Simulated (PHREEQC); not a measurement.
0.14 g of hydrous ferric oxide (600 m²/g; 0.2 weak and 0.005 strong sites per Fe, Dzombak-Morel constants, diffuse double layer) in 1 kg of water with 0.05 mol/kgw of an inert sodium salt, at 25 °C; the pH is set by adding NaOH or the inert anion's acid. Oxygen alone is held at its pressure in air (log pO2 = -0.68). The system is closed to CO2. Precipitation was switched off in this run.

Computed with PHREEQC (ion-association model, wateq4f.dat).

```json
[
 {"pH": "3", "surface charge σ (C/m²)": "0.357", "surface potential ψ (mV)": "169"},
 {"pH": "3.38", "surface charge σ (C/m²)": "0.342", "surface potential ψ (mV)": "167"},
 {"pH": "3.75", "surface charge σ (C/m²)": "0.317", "surface potential ψ (mV)": "164"},
 {"pH": "4.12", "surface charge σ (C/m²)": "0.281", "surface potential ψ (mV)": "158"},
 {"pH": "4.5", "surface charge σ (C/m²)": "0.238", "surface potential ψ (mV)": "149"},
 {"pH": "4.88", "surface charge σ (C/m²)": "0.194", "surface potential ψ (mV)": "139"},
 {"pH": "5.25", "surface charge σ (C/m²)": "0.154", "surface potential ψ (mV)": "127"},
 {"pH": "5.62", "surface charge σ (C/m²)": "0.119", "surface potential ψ (mV)": "114"},
 {"pH": "6", "surface charge σ (C/m²)": "0.089", "surface potential ψ (mV)": "99"},
 {"pH": "6.38", "surface charge σ (C/m²)": "0.064", "surface potential ψ (mV)": "84"},
 {"pH": "6.75", "surface charge σ (C/m²)": "0.045", "surface potential ψ (mV)": "67"},
 {"pH": "7.12", "surface charge σ (C/m²)": "0.030", "surface potential ψ (mV)": "50"},
 {"pH": "7.5", "surface charge σ (C/m²)": "0.017", "surface potential ψ (mV)": "31"},
 {"pH": "7.88", "surface charge σ (C/m²)": "0.006", "surface potential ψ (mV)": "12"},
 {"pH": "8.25", "surface charge σ (C/m²)": "-0.004", "surface potential ψ (mV)": "-7"},
 {"pH": "8.62", "surface charge σ (C/m²)": "-0.014", "surface potential ψ (mV)": "-26"},
 {"pH": "9", "surface charge σ (C/m²)": "-0.026", "surface potential ψ (mV)": "-45"}
]
```

Complexes and solids missing from the database can't appear. The oxide is taken as insoluble; below pH 4 it would dissolve.
